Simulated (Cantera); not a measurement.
Charge: 1 mol N₂O, 0.074 mol O₂, 0.27 mol N₂, at 2600 K and 10.0 Torr.

Equilibrium computed with Cantera from the NASA thermochemical tables; the gas is ideal and each condensed phase is pure. Rates play no part.

Base state: N₂ 0.642, O₂ 0.234, O 0.0976, NO 0.0260 (mole fractions); condensed: gas only.

Q: What changes in the equilibrium state with this change: 1 mol HF added?

A: 
```json
[
 {"species": "N₂", "before": "0.642", "after": "0.417"},
 {"species": "HF", "before": "0", "after": "0.319"},
 {"species": "O₂", "before": "0.234", "after": "0.142"},
 {"species": "F", "before": "0", "after": "0.0159"},
 {"species": "NO", "before": "0.0260", "after": "0.0163"},
 {"species": "O", "before": "0.0976", "after": "0.0760"},
 {"species": "OH", "before": "0", "after": "0.00633"},
 {"species": "H", "before": "0", "after": "0.00596"}
]
```
Further candidate phases: H₂O.
